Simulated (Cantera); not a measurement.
Charge: 1 mol Fe, 0.031 mol CO₂, 67 mol H₂, equilibrated at 10000 Pa.

Equilibrium computed with Cantera from the NASA thermochemical tables; the gas is ideal and each condensed phase is pure. Candidate condensed phases: C, C₆H₆, C₇H₈, C₈H₁₈, Fe, Fe(CO)₅, FeO, Fe(OH)₂, Fe(OH)₃, Fe₂O₃, Fe₃O₄, H₂O; 114 gas species. The numbers say what is thermodynamically allowed, not how fast it happens.

x: gas mole fraction; n: condensed amount in mol.

| T (K) | x H₂ | x H₂O | x CO | x CH₄ | x H | x Fe | x CO₂ | n Fe(α) | n Fe(γ) | n Fe(δ) |
|---|---|---|---|---|---|---|---|---|---|---|
| 873 | 0.999 | 0.000905 | 2.10e-5 | 0.000442 | 1.48e-10 | <1e-12 | 5.08e-8 | 1.00 | 0 | 0 |
| 973 | 0.999 | ___ | ___ | ___ | ___ | <1e-12 | 2.48e-7 | 1.00 | 0 | 0 |
| 1073 | 0.999 | 0.000511 | 0.000414 | 4.83e-5 | 4.43e-8 | 4.15e-12 | 2.29e-7 | 1.00 | 0 | 0 |
| 1173 | 0.999 | 0.000469 | 0.000456 | ___ | ___ | ___ | ___ | 1.00 | 0 | 0 |
| 1273 | 0.999 | 0.000463 | 0.000461 | 1.11e-6 | 2.25e-6 | 4.98e-9 | 1.29e-7 | 0 | 1.00 | 0 |
| 1373 | 0.999 | 0.000463 | 0.000462 | 2.35e-7 | 1.05e-5 | 7.80e-8 | 1.04e-7 | 0 | 1.000 | 0 |
| 1473 | 0.999 | 0.000462 | 0.000462 | 6.13e-8 | 4.00e-5 | 8.36e-7 | 8.65e-8 | 0 | 1.000 | 0 |
| 1573 | 0.999 | 0.000462 | 0.000462 | 1.90e-8 | 0.000129 | 6.57e-6 | 7.40e-8 | 0 | 1.000 | 0 |
| 1673 | 0.999 | 0.000462 | 0.000462 | 6.80e-9 | 0.000360 | 4.01e-5 | 6.47e-8 | 0 | 0 | 0.997 |

### Question
Some entries are withheld; supply them.

### Answer

- 973, x H₂O: 0.000707
- 973, x CO: 0.000218
- 973, x CH₄: 0.000245
- 973, x H: 3.42e-9
- 1173, x CH₄: 6.69e-6
- 1173, x H: 3.73e-7
- 1173, x Fe: 1.96e-10
- 1173, x CO₂: 1.68e-7
